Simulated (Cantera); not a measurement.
Standard-state values (1 bar) from the NASA 1993 polynomials, evaluated with Cantera. Values are per mole of reaction as written; species without (g) are pure solids or liquids, kept so even where they would boil at 1 bar.

O₂(g) + TiCl₄(g) = TiO₂ + 2 Cl₂(g), with ΔH° = -181.6 kJ and ΔS° = -63.6 J/K at 300 K.

How far is the shortcut ΔG° ≈ ΔH°(300 K) − T·ΔS°(300 K) from the full temperature-dependent value at 498, 508, 518, 528, 538, 548 K?


```json
[
 {"T (K)": "498", "shortcut (kJ)": "-149.9", "full (kJ)": "-150.0", "difference (kJ)": "0.1", "difference in log10 K": "-0.01"},
 {"T (K)": "508", "shortcut (kJ)": "-149.3", "full (kJ)": "-149.4", "difference (kJ)": "0.1", "difference in log10 K": "-0.01"},
 {"T (K)": "518", "shortcut (kJ)": "-148.6", "full (kJ)": "-148.7", "difference (kJ)": "0.1", "difference in log10 K": "-0.01"},
 {"T (K)": "528", "shortcut (kJ)": "-148.0", "full (kJ)": "-148.1", "difference (kJ)": "0.1", "difference in log10 K": "-0.01"},
 {"T (K)": "538", "shortcut (kJ)": "-147.4", "full (kJ)": "-147.5", "difference (kJ)": "0.1", "difference in log10 K": "-0.01"},
 {"T (K)": "548", "shortcut (kJ)": "-146.7", "full (kJ)": "-146.9", "difference (kJ)": "0.1", "difference in log10 K": "-0.01"}
]
```
The shortcut ignores the heat-capacity change of the reaction.
